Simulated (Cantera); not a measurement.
Charge: 1 mol Al(CH3)3, 4.9 mol O2, 36 mol H2, held at 21.0 Pa.

These are equilibrium values from Cantera (NASA tables, ideal gas, pure condensed phases), not measurements of a reactor. Candidate condensed phases: Al, Al2O3, C, C6H6, C7H8, C8H18, H2O; 121 gas species. The feed counts by its element totals alone. The numbers say what is thermodynamically allowed, not how fast it happens. All values below are at 1050 K.

Base state: H2 0.819, H2O 0.112, CO 0.0594, CO2 0.00959 (mole fractions); condensed: Al2O3(s).

### Question
What changes in the equilibrium state with this change: H2 from 36 to 66 mol?

### Answer
| species | before | after |
|---|---|---|
| H2 | 0.819 | 0.890 |
| H2O | 0.112 | 0.0687 |
| CO | 0.0594 | 0.0374 |
| CO2 | 0.00959 | 0.00340 |
| Al2O3(s), mol | 0.500 | 0.500 |

### Question
What changes in the equilibrium state with this change: H2 from 36 to 560 mol?

### Answer
| species | before | after |
|---|---|---|
| H2 | 0.819 | 0.985 |
| H2O | 0.112 | 0.00928 |
| CO | 0.0594 | 0.00523 |
| CO2 | 0.00959 | 5.80e-5 |
| Al2O3(s), mol | 0.500 | 0.500 |
